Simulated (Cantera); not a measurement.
A closed system holds: 1 mol SiH₄, 0.16 mol HCl, 8.1 mol H₂, held at 2423.15 K and 21.0 mbar.

These are equilibrium values from Cantera (NASA tables, ideal gas, pure condensed phases), not measurements of a reactor. Candidate condensed phases: Si; 19 gas species. The tables' values for SiCl are old estimates; treat these amounts as uncertain. Gases not in the tables: Si₂H₆ and higher silanes. Kinetics and transport are ignored.

Base state: H₂ 0.796, H 0.109, Si 0.0773, HCl 0.0113, SiH 0.00298, Si₂ 0.00114, Cl 0.00110, SiCl 0.000780 (mole fractions); condensed: gas only.

Problem. What changes in the equilibrium state with this change: SiH₄ replaced by SiCl₄?

Solution. 
| species | before | after |
|---|---|---|
| H₂ | 0.796 | 0.553 |
| HCl | 0.0113 | 0.240 |
| H | 0.109 | 0.0910 |
| SiCl₂ | 0.000156 | 0.0440 |
| Cl | 0.00110 | 0.0282 |
| Si | 0.0773 | 0.0335 |
| SiCl₃ | 1.94e-8 | 0.000140 |
| Si₃ | 0.000125 | 1.02e-5 |
The tables' values for SiCl, SiCl₃ are old estimates; treat these amounts as uncertain.

Problem. What changes in the equilibrium state with this change: 0.036 mol H₂O added?

Solution. 
| species | before | after |
|---|---|---|
| H₂ | 0.796 | 0.796 |
| H | 0.109 | 0.109 |
| Si | 0.0773 | 0.0744 |
| SiO | 0 | 0.00302 |
| HCl | 0.0113 | 0.0113 |
| Si₃ | 0.000125 | 0.000111 |
| Si₂ | 0.00114 | 0.00105 |
| SiCl₂ | 0.000156 | 0.000150 |
Further candidate phases: H₂O, SiO₂.
